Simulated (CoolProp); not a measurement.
A closed Brayton cycle with nitrogen: compressor inlet 319.15 K and 7.1 MPa, high pressure 16.3 MPa, turbine inlet 810 K, compressor efficiency 0.85, turbine efficiency 0.85, recuperator effectiveness 0.95 (on enthalpy, no pinch check). Each further row changes one setting.

The numbers come from the reference Helmholtz-energy equation of state, Span 2000 in CoolProp.

```csv
case,thermal efficiency (%),net work (kJ/kg),compressor to turbine work,compressor exit (K),turbine exit (K)
as stated,___,50.7,0.68,421.2,672.4
turbine inlet 760 K,___,___,0.73,421.2,629.5
compressor inlet 329.15 K,___,47.0,0.70,434.3,672.4
high pressure 13.9 MPa,30.2,45.8,___,399.7,696.7
recuperator effectiveness 0.5,___,50.7,0.68,421.2,672.4
```

Question: Complete the blanks.

Answer: 
- as stated, thermal efficiency (%): 28.5
- turbine inlet 760 K, thermal efficiency (%): 24.7
- turbine inlet 760 K, net work (kJ/kg): 40.9
- compressor inlet 329.15 K, thermal efficiency (%): 26.7
- high pressure 13.9 MPa, compressor to turbine work: 0.65
- recuperator effectiveness 0.5, thermal efficiency (%): 16.8
